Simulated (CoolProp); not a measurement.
The numbers come from the reference Helmholtz-energy equation of state, Lemmon 2006 in CoolProp. It is a short technical equation, of lower accuracy than the large ones.

### Question
For CH3F (R41), give the phase and the cp (kJ/(kg K)), expansivity (1/kK) at 425 K and 59.1 bar; 425 K and 266 bar.

### Answer
- 425 K and 59.1 bar: supercritical; cp 1.68, expansivity 3.91
- 425 K and 266 bar: supercritical; cp 2.53, expansivity 5.67
